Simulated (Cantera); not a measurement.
A freely propagating, adiabatic, planar premixed flame of CO : H2 : O2 : N2 = 1 : 0.037 : 0.786 : 3.22 (molar parts), equivalence ratio 0.66, unburnt at 550 K and 0.370 bar; mixture-averaged transport, grid criteria slope 0.08 and curve 0.16, no radiation.

Computed with Cantera and GRI-Mech 3.0 (53 species, 325 reactions). Burning velocities carry a grid error of a few per cent, more on coarse grids.

**Question.** What does this change do: inlet temperature 550 to 350 K?

**Answer.** 
| quantity | before | after |
|---|---|---|
| laminar burning velocity | 60.7 cm/s | 25.2 cm/s |
| thermal thickness | 3.73 mm | 3.29 mm |
| peak x(O) | 0.0182 | 0.0133 |

**Question.** What does this change do: inlet temperature 550 to 625 K?

**Answer.** 
```json
[
 {"quantity": "laminar burning velocity", "before": "60.7 cm/s", "after": "81.8 cm/s"},
 {"quantity": "thermal thickness", "before": "3.73 mm", "after": "4.02 mm"},
 {"quantity": "peak x(O)", "before": "0.0182", "after": "0.0203"}
]
```
